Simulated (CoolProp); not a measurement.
Vapour pressure (bar) of vinyl chloride: the reference equation beside estimates from Tc = 425.0 K, pc = 56.00 bar, ω = 0.160. Clausius-Clapeyron is anchored at 297.9 K with a constant enthalpy of vaporisation of 20.15 kJ/mol.

Model: reference Helmholtz-energy equation of state, Thol 2022, in CoolProp.

```tsv
T (K)	reference	Lee-Kesler	Clausius-Clapeyron	Redlich-Kwong	Soave-Redlich-Kwong	Peng-Robinson
216.8	0.1175	0.1158	0.1868	0.1663	0.1173	0.1250
243.8	0.5123	0.5027	0.6444	0.7041	0.5062	0.5222
270.9	1.596	1.580	1.742	2.106	1.582	1.599
297.9	3.921	3.922	3.921	4.953	3.920	3.911
324.9	8.172	8.227	7.709	9.880	8.251	8.175
351.9	15.13	15.27	13.67	17.50	15.40	15.22
378.9	25.70	25.91	22.33	28.40	26.25	25.98
405.9	41.09	41.31	34.17	43.07	41.73	41.50
```

Absolute difference from the reference over all 8 rows, mean and median: Lee-Kesler 0.9 and 0.9 %, Clausius-Clapeyron 17.4 and 11.4 %, Redlich-Kwong 23.6 and 23.6 %, Soave-Redlich-Kwong 1.1 and 1.1 %, Peng-Robinson 1.4 and 0.8 %.
